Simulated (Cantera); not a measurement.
Pb + H2 + N2 (iron carbonyl, mercury and lead vapours)

A closed system holds: 1 mol Pb, 3.6 mol H2, 0.21 mol N2, at 0.00133 bar.

Method: chemical equilibrium by Gibbs-energy minimisation in Cantera with the NASA 1993 tables (ideal gas, pure condensed phases). Candidate condensed phases: Pb; 11 gas species. Kinetics and transport are ignored.

From 177 °C to 327 °C the condensed part is Pb(s). From 402 °C to 852 °C the condensed part is Pb(l). From 927 °C to 1002 °C nothing is condensed.

```csv
T (°C),x H2,x Pb,x N2,x NH3,x H,n Pb(s),n Pb(l)
177,0.945,<1e-12,0.0550,0.000342,<1e-12,1.00,0
252,0.945,1.53e-11,0.0551,5.14e-5,<1e-12,1.00,0
327,0.945,3.87e-9,0.0551,1.20e-5,<1e-12,1.00,0
402,0.945,2.54e-7,0.0551,3.76e-6,<1e-12,0,1.000
477,0.945,7.11e-6,0.0551,1.47e-6,8.42e-12,0,1.000
552,0.945,0.000108,0.0551,6.73e-7,2.11e-10,0,1.000
627,0.944,0.00103,0.0551,3.48e-7,3.11e-9,0,0.996
702,0.938,0.00688,0.0547,1.96e-7,3.03e-8,0,0.974
777,0.912,0.0349,0.0532,1.14e-7,2.12e-7,0,0.862
852,0.811,0.142,0.0473,5.88e-8,1.10e-6,0,0.370
927,0.748,0.208,0.0437,3.45e-8,4.68e-6,0,0
1002,0.748,0.208,0.0437,2.48e-8,1.75e-5,0,0
```
x: gas mole fraction; n: condensed amount in mol.
